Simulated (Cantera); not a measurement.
Feed: 1 mol Al(CH₃)₃, 35 mol NH₃, 3.4 mol H₂, equilibrated at 2073.15 K and 98.0 mbar.

Method: chemical equilibrium by Gibbs-energy minimisation in Cantera with the NASA 1993 tables (ideal gas, pure condensed phases). Candidate condensed phases: Al, AlN, C, C₆H₆, C₇H₈, C₈H₁₈; 97 gas species. The feed counts by its element totals alone. Equilibrium is a limit: real reactors are often held back by kinetics, nucleation or transport.

Base state: H₂ 0.762, N₂ 0.216, HCN 0.00789, H 0.00734, Al 0.00549, C₂H₂ (acetylene) 0.000934, HNC 0.000510, AlH 0.000359 (mole fractions); condensed: AlN(s) + C(graphite).

Problem. What changes in the equilibrium state with this change: temperature from 2073.15 K to 1498 K?

Solution. 
```
species             before     after
----------------  --------  --------
H₂                   0.762     0.780
N₂                   0.216     0.219
HCN                0.00789  0.000431
H                  0.00734   4.85e-5
Al                 0.00549   4.02e-9
AlH               0.000359   1.35e-9
C₂H₂ (acetylene)  0.000934   6.87e-6
HNC               0.000510   7.23e-6
CH₄                2.00e-5  0.000155
AlN(s), mol          0.542      1.00
C(graphite), mol      2.19      2.95
```
